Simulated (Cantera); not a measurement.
Mixture: CH4 : C2H6 : O2 : N2 : H2O = 1 : 0.046 : 4.7 : 17.7 : 0.52 (molar parts), equivalence ratio 0.46, at 7.20 bar, adiabatic and at constant pressure. Ignition delay is the time to a rise of 400 K.

Model: GRI-Mech 3.0 (53 species, 325 reactions), integrated in Cantera.

Question: Predict: delay at 1050 K; delay at 1150 K; delay at 1250 K; delay at 1350 K; delay at 1450 K; delay at 1550 K; apparent activation energy between 1350 and 1550 K.

Answer: 
| Item | Value |
|---|---|
| delay at 1050 K | 18.3 ms |
| delay at 1150 K | 4.10 ms |
| delay at 1250 K | 1.21 ms |
| delay at 1350 K | 0.411 ms |
| delay at 1450 K | 0.155 ms |
| delay at 1550 K | 63.5 µs |
| apparent activation energy between 1350 and 1550 K | 160 kJ/mol |
